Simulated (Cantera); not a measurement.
Input: 1 mol Fe, 0.15 mol Cl2, 2.2 mol H2O, equilibrated at 1198.15 K and 1.00 bar.

Equilibrium computed with Cantera from the NASA thermochemical tables; the gas is ideal and each condensed phase is pure. Candidate condensed phases: Fe, FeCl2, FeCl3, FeO, Fe(OH)2, Fe(OH)3, Fe2O3, Fe3O4, H2O; 22 gas species. The tables' stoichiometric FeO is somewhat more stable than real wüstite, so its field is too wide. FeO: taken at fixed stoichiometry. The numbers say what is thermodynamically allowed, not how fast it happens.

Base state: H2O 0.514, H2 0.362, HCl 0.122, FeCl2 0.00297 (mole fractions); condensed: FeO(s).

What changes in the equilibrium state with this change: temperature from 1198.15 K to 1073 K?


```json
[
 {"species": "H2O", "before": "0.514", "after": "0.512"},
 {"species": "H2", "before": "0.362", "after": "0.362"},
 {"species": "HCl", "before": "0.122", "after": "0.125"},
 {"species": "FeCl2", "before": "0.00297", "after": "0.00156"},
 {"species": "FeO(s), mol", "before": "0.993", "after": "0.996"}
]
```

What changes in the equilibrium state with this change: temperature from 1198.15 K to 1050 K?


| species | before | after |
|---|---|---|
| H2O | 0.514 | 0.512 |
| H2 | 0.362 | 0.362 |
| HCl | 0.122 | 0.125 |
| FeCl2 | 0.00297 | 0.00135 |
| FeO(s), mol | 0.993 | 0.997 |

What changes in the equilibrium state with this change: temperature from 1198.15 K to 1598 K?


| species | before | after |
|---|---|---|
| H2O | 0.514 | 0.520 |
| H2 | 0.362 | 0.362 |
| HCl | 0.122 | 0.109 |
| FeCl2 | 0.00297 | 0.00925 |
| H | 1.15e-7 | 3.20e-5 |
| Fe(OH)2 | 2.11e-7 | 1.95e-5 |
| FeO(s), mol | 0.993 | 0.978 |
